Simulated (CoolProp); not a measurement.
Vapour-liquid equilibrium of n-hexane (1) + ethylbenzene (2) at 287.3 K; x and y are mole fractions of (1).

The numbers come from the multi-fluid Helmholtz-energy mixture model, Thol 2019 and Zhou 2012; pair parameters Bell 2016 in CoolProp.

**Question.** Give the bubble pressure and the first vapour's composition at x = 0.2, 0.8, 0.95. Is there an azeotrope?

**Answer.** x = 0.2: 0.03891 bar, y = 0.859; x = 0.8: 0.1021 bar, y = 0.982; x = 0.95: 0.1177 bar, y = 0.996. No azeotrope shows between x = 0.05 and 0.95.

Pair parameters are fitted to limited data, so mixtures are less certain than the pure fluids.
